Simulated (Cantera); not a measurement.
**Equilibrium for carbon deposition, reforming and gasification: C2H6 + H2**

Charge: 1 mol C2H6, a varied amount of H2, at 458 Torr.

Equilibrium computed with Cantera from the NASA thermochemical tables; the gas is ideal and each condensed phase is pure. Candidate condensed phases: C, C6H6, C7H8, C8H18; 76 gas species. Equilibrium is a limit: real reactors are often held back by kinetics, nucleation or transport.

**Question.** Map the stable condensed phases over T = 675, 725, 775, 825, 875, 925, 975, 1025, 1075, 1125, 1175, 1225, 1275, 1325 °C and n(H2) in mol = 1.2, 1.8, 2.8, 4.4, 6.9, 11, 17, 27, 42.

**Answer.** 
```
T in °C \ n(H2) in mol
         1.2 1.8 2.8 4.4 6.9  11  17  27  42
   1325    A   A   A   A   A   A   A   A   A
   1275    A   A   A   A   A   A   A   A   A
   1225    A   A   A   A   A   A   A   A   A
   1175    A   A   A   A   A   A   A   A   A
   1125    A   A   A   A   A   A   A   A   A
   1075    A   A   A   A   A   A   A   A   A
   1025    A   A   A   A   A   A   A   A   A
    975    A   A   A   A   A   A   A   A   A
    925    A   A   A   A   A   A   A   A   A
    875    A   A   A   A   A   A   A   A   A
    825    A   A   A   A   A   A   A   A   A
    775    A   A   A   A   A   A   A   A   A
    725    A   A   A   A   A   A   A   A   B
    675    A   A   A   A   A   A   A   B   B
```
A: C; B: gas only.
